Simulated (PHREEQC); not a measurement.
0.12 g of hydrous ferric oxide (600 m²/g; 0.2 weak and 0.005 strong sites per Fe, Dzombak-Morel constants, diffuse double layer) in 1 kg of water with 0.001 mol/kgw of an inert sodium salt, at 25 °C; the pH is set by adding NaOH or the inert anion's acid. Oxygen is held at 0.21 atm. The system is closed to CO2. Nothing may precipitate in this run.

The numbers come from PHREEQC with the ion-association model, wateq4f.dat.

```
pH     surface charge σ (C/m²)  surface potential ψ (mV)
-----  -----------------------  ------------------------
3                        0.254                       233
3.67                         …                       221
4.33                     0.090                         …
5.67                     0.026                       136
6.33                         …                       101
7                        0.006                        64
7.67                     0.002                        25
8.33                         …                       -13
9.67                    -0.010                       -89
10.33                   -0.023                         …
11                      -0.054                      -155
```

Task: Fill in the missing entries.

Result: 
- 3.67, surface charge σ (C/m²): 0.153
- 4.33, surface potential ψ (mV): 198
- 6.33, surface charge σ (C/m²): 0.013
- 8.33, surface charge σ (C/m²): -0.001
- 10.33, surface potential ψ (mV): -124

The oxide is taken as insoluble; below pH 4 it would dissolve.
